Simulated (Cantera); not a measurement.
Equilibrium for oxide etching and cleaning by halides: B₂O₃ + HF + O₂

A closed system holds: 1 mol B₂O₃, 2.5 mol HF, 2 mol O₂, at 0.220 bar.

Cantera equilibrium calculation (NASA polynomials, part measured and part estimated; ideal gas, pure solids and liquids). Candidate condensed phases: B, B₂O₃, B₃O₃H₃, H₂O; 43 gas species. Gases not in the tables: H₃BO₃. The numbers say what is thermodynamically allowed, not how fast it happens.

```
T (K)   x O₂     x BOF   x HF  x H₂O    x BF₃    x HBO₂  x B₃O₃F₃  n B₂O₃(l)
-----  -----  --------  -----  -----  -------  --------  --------  ---------
998    0.479   6.57e-5  0.138  0.228    0.139   2.56e-5    0.0146      0.610
1073   0.477  0.000312  0.161  0.216    0.130  0.000108    0.0151      0.626
1148   0.475   0.00120  0.182  0.205    0.122  0.000369    0.0152      0.641
1223   0.472   0.00386  0.202  0.193    0.113   0.00107    0.0150      0.652
1298   0.468    0.0107  0.218  0.181    0.104   0.00273    0.0145      0.654
1373   0.461    0.0263  0.231  0.169   0.0930   0.00618    0.0134      0.639
1448   0.449    0.0570  0.235  0.157   0.0782    0.0127    0.0116      0.592
1523   0.430     0.109  0.226  0.143   0.0584    0.0239   0.00883      0.491
1598   0.403     0.181  0.201  0.131   0.0353    0.0420   0.00543      0.314
1673   0.375     0.255  0.160  0.119   0.0157    0.0698   0.00244     0.0597
1748   0.367     0.275  0.157  0.113  0.00838    0.0747  0.000583          0
1823   0.365     0.279  0.163  0.110  0.00487    0.0727  0.000133          0
1898   0.363     0.280  0.167  0.108  0.00286    0.0713   3.35e-5          0
```
x: gas mole fraction; n: condensed amount in mol.

From 998 K to 1673 K the condensed part is B₂O₃(l). From 1748 K to 1898 K nothing is condensed.
